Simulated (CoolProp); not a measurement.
Vapour pressure (bar) of chlorine: the reference equation beside estimates from Tc = 416.9 K, pc = 76.42 bar, ω = 0.070.

The numbers come from the reference Helmholtz-energy equation of state, Thol 2021 in CoolProp.

```csv
T (K),reference,Lee-Kesler,van der Waals,Peng-Robinson
244.7,1.283,1.312,5.844,1.346
253.6,…,1.866,7.187,1.902
262.6,2.565,2.595,8.744,2.630
271.6,3.498,3.525,10.51,3.555
280.5,4.652,4.672,12.48,4.695
289.5,…,6.094,14.71,6.107
298.5,7.832,7.813,17.18,7.817
307.5,9.915,9.864,19.91,9.858
316.4,12.35,12.25,22.86,12.24
325.4,…,15.06,26.13,15.06
334.4,18.53,18.31,29.67,18.32
343.4,22.33,…,33.50,22.07
352.3,26.60,26.21,37.58,26.29
```

**Question.** Some entries are withheld; supply them.

**Answer.** 
- 253.6, reference: 1.835
- 289.5, reference: 6.089
- 325.4, reference: 15.21
- 343.4, Lee-Kesler: 22.03

Absolute difference from the reference over all 13 rows, mean and median: Lee-Kesler 1.0 and 1.0 %, van der Waals 148.2 and 119.4 %, Peng-Robinson 1.5 and 1.1 %.
